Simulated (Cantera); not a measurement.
Input (Python, Cantera) and output of one run.

```python
import numpy as np
import cantera as ct

gas_names = [...]  # 151 gases of nasa_gas.yaml made of C, H, N, O, Si
cond_names = """
    C(gr) C6H6(L) C7H8(L) C8H18(L),n-octa H2O(s) H2O(L) Si(cr) Si(L) SiC(b) SiO2(Lqz) SiO2(hqz) SiO2(L)
    Si2N2O(s) Si3N4(a)
""".split()


# ... load() reads the species with a 1 bar reference pressure and builds the phases ...
atoms = {
    'HMDSO': {'Si': 2, 'C': 6, 'H': 18, 'O': 1},
    'NO': {'N': 1, 'O': 1},
    'H2': {'H': 2},
}
top_T = {'C(gr)': 4500, 'SiC(b)': 3050, 'Si2N2O(s)': 2100, 'Si3N4(a)': 2400}  # K; cautious upper limits of use, not melting points


# ... equilibrate(T, P, feed) seeds the gas with the atoms and calls Mixture.equilibrate('TP', solver="vcs", rtol=1e-11, max_steps=5000) ...
results = []
feed = {'HMDSO': 1, 'NO': 7.4, 'H2': 3.5}  # mol
T = 1398.15  # K
for P in [5, 36, 260, 1900, 14000, 100000]:
    mix = equilibrate(T, P, feed)
    results.append((T, P, feed, dict(zip(mix.species_names, mix.species_moles))))

top = {s: max(r[3][s] / sum(r[3][g] for g in gas_names) for r in results) for s in gas_names}
cols = sorted((s for s in top if top[s] > 1e-05), key=lambda s: -top[s])[:6]
seen = [c for c in cond_names if any(r[3].get(c, 0) > 1e-12 for r in results)]
print("log10 of partial pressures in bar; condensed amounts in mol")
print(f"{'P/Pa':>10s}" + "".join(f"{s[:9]:>10s}" for s in cols + seen))
for T, P, feed, n in results:
    ng = sum(n[g] for g in gas_names)
    print(f"{P:10.4g}" + "".join(f"{np.log10(max(n[s] / ng * P / 1e5, 1e-99)):10.3f}" for s in cols)
          + "".join(f"{n.get(c, 0):10.4g}" for c in seen))
```

It prints:

```
log10 of partial pressures in bar; condensed amounts in mol
      P/Pa        H2        CO        N2       SiO       CH4       H2O     C(gr) SiO2(hqz) Si2N2O(s)
         5    -4.581    -4.900    -5.110    -5.474   -14.176    -9.249         0    0.3997         0
        36    -3.688    -4.006    -4.275    -5.502   -11.525    -8.327         0    0.8692    0.4695
       260    -2.824    -3.143    -3.420    -5.787    -9.220    -7.179         0    0.9285     0.529
      1900    -1.960    -2.279    -2.556    -6.075    -6.915    -6.027         0    0.9327    0.5332
   1.4e+04    -1.093    -1.412    -1.689    -6.364    -4.603    -4.870         0     0.936    0.5319
     1e+05    -0.219    -0.671    -0.745    -7.048    -2.798    -3.312     1.575         2         0
```

Equilibrium computed with Cantera from the NASA thermochemical tables; the gas is ideal and each condensed phase is pure. The feed counts by its element totals alone. Mutual solubility and eutectic melting of coexisting phases are not modelled. The tables hold silica as quartz up to 1696 K and as liquid above; real silica turns to tridymite and cristobalite and melts near 1996 K.
